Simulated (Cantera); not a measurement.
# Counterflow diffusion flame

A counterflow diffusion flame at 100000 Pa, nozzles 20 mm apart: fuel side 64.9 % CH4, 35.1 % C2H6 at 600 K, oxidiser side 17.0 % O2, 83.0 % N2 at 550 K, fuel mass flux 0.73 times the oxidiser's; mixture-averaged transport, no radiation.

Model: GRI-Mech 3.0 (53 species, 325 reactions), integrated in Cantera. GRI-Mech 3.0 has no aromatics or soot, which form on the fuel side of real flames. The maximum strain rate includes the flame's own expansion and is several times the mean.

| oxidiser flux (kg/m²/s) | max strain (1/s) | mean strain (1/s) | T max (K) | peak x OH | peak x H | peak x NO | peak x CO | peak x C2H2 |
|---|---|---|---|---|---|---|---|---|
| 0.25 | 177 | 41.6 | 1962 | 0.00522 | 0.00335 | 0.000171 | 0.0399 | 0.0199 |
| 0.31 | 215 | 51.6 | 1950 | 0.00520 | 0.00347 | 0.000160 | 0.0400 | 0.0190 |
| 0.37 | 253 | 61.6 | 1941 | 0.00518 | 0.00357 | 0.000151 | 0.0402 | 0.0182 |
| 0.46 | 310 | 76.6 | 1931 | 0.00514 | 0.00369 | 0.000139 | 0.0405 | 0.0173 |
| 0.56 | 372 | 93.3 | 1921 | 0.00509 | 0.00380 | 0.000127 | 0.0409 | 0.0165 |
| 0.68 | 446 | 113 | 1910 | 0.00501 | 0.00387 | 0.000115 | 0.0413 | 0.0156 |
| 0.83 | 536 | 138 | 1898 | 0.00491 | 0.00394 | 0.000102 | 0.0418 | 0.0146 |
| 1 | 636 | 167 | 1884 | 0.00477 | 0.00396 | 8.85e-5 | 0.0423 | 0.0136 |
| 1.2 | 752 | 200 | 1870 | 0.00461 | 0.00396 | 7.54e-5 | 0.0429 | 0.0126 |
| 1.5 | 922 | 250 | 1849 | 0.00435 | 0.00390 | 5.91e-5 | 0.0438 | 0.0112 |
x: mole fraction; the columns are a selection and need not sum to one.
